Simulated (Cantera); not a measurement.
What does this Cantera script print?

```python
import numpy as np
import cantera as ct

gas_names = [...]  # 95 gases of nasa_gas.yaml made of C, F, H
cond_names = """
    C(gr) C6H6(L) C7H8(L) C8H18(L),n-octa
""".split()


# ... load() reads the species with a 1 bar reference pressure and builds the phases ...
atoms = {
    'CHF3': {'C': 1, 'H': 1, 'F': 3},
    'F2': {'F': 2},
    'H2': {'H': 2},
}
top_T = {'C(gr)': 4500}  # K; cautious upper limits of use, not melting points


# ... equilibrate(T, P, feed) seeds the gas with the atoms and calls Mixture.equilibrate('TP', solver="vcs", rtol=1e-11, max_steps=5000) ...
results = []
feed = {'CHF3': 1, 'F2': 2.8, 'H2': 0.29}  # mol
P = 1000  # Pa
for T in [648, 848, 1048, 1248, 1448, 1648, 1848, 2048, 2248, 2448, 2648, 2848]:
    mix = equilibrate(T, P, feed)
    results.append((T, P, feed, dict(zip(mix.species_names, mix.species_moles))))

top = {s: max(r[3][s] / sum(r[3][g] for g in gas_names) for r in results) for s in gas_names}
cols = sorted((s for s in top if top[s] > 1e-06), key=lambda s: -top[s])[:9]
seen = [c for c in cond_names if any(r[3].get(c, 0) > 1e-12 for r in results)]
print("log10 of partial pressures in bar; condensed amounts in mol")
print(f"{'T/K':>10s}" + "".join(f"{s[:9]:>10s}" for s in cols + seen))
for T, P, feed, n in results:
    ng = sum(n[g] for g in gas_names)
    print(f"{T:10.4g}" + "".join(f"{np.log10(max(n[s] / ng * P / 1e5, 1e-99)):10.3f}" for s in cols)
          + "".join(f"{n.get(c, 0):10.4g}" for c in seen))
```

Result:

```
log10 of partial pressures in bar; condensed amounts in mol
       T/K         F        HF        F2       CF4       CF2        CF        C3       CF3         H
       648    -4.546    -2.414    -2.435    -2.612   -51.153   -81.278   -99.000   -33.191   -38.428
       848    -3.035    -2.434    -2.514    -2.632   -36.812   -58.560   -99.000   -24.374   -29.009
      1048    -2.369    -2.518    -3.116    -2.716   -27.478   -43.768   -99.000   -18.724   -22.959
      1248    -2.275    -2.547    -4.250    -2.746   -20.396   -32.615   -99.000   -14.502   -18.443
      1448    -2.269    -2.549    -5.200    -2.748   -15.131   -24.338   -73.002   -11.367   -15.081
      1648    -2.268    -2.549    -5.931    -2.748   -11.138   -18.060   -52.750    -8.990   -12.521
      1848    -2.268    -2.550    -6.507    -2.748    -8.013   -13.143   -36.882    -7.129   -10.509
      2048    -2.268    -2.550    -6.971    -2.750    -5.504    -9.191   -24.127    -5.635    -8.885
      2248    -2.248    -2.574    -7.315    -2.854    -3.587    -6.106   -14.188    -4.530    -7.590
      2448    -2.187    -2.669    -7.515    -3.810    -2.942    -4.530    -9.019    -4.521    -6.624
      2648    -2.176    -2.690    -7.767    -5.269    -2.965    -3.719    -6.090    -5.121    -5.701
      2848    -2.159    -2.717    -7.970    -6.768    -3.245    -3.291    -4.401    -5.891    -4.922
```

Cantera equilibrium calculation (NASA polynomials, part measured and part estimated; ideal gas, pure solids and liquids). Condensed phases not in the tables: fluorocarbon polymer. Gases not in the tables: C2F6 and larger saturated fluorocarbons.
